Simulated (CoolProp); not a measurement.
Vapour-liquid equilibrium of CH2F2 (R32) (1) + R236EA (2) at 2.72 bar; x and y are mole fractions of (1).

Computed with CoolProp (multi-fluid Helmholtz-energy mixture model, Tillner-Roth 1997 and Rui 2013; pair parameters Bell 2016).

Task: Give the bubble temperature and the first vapour's composition at x = 0.425, 0.575, 0.8. Is there an azeotrope?

Result: x = 0.425: 264.9 K, y = 0.873; x = 0.575: 257.1 K, y = 0.935; x = 0.8: 248.6 K, y = 0.980. No azeotrope shows between x = 0.05 and 0.95.

The pair parameters rest on a limited set of measurements; away from them the model extrapolates.
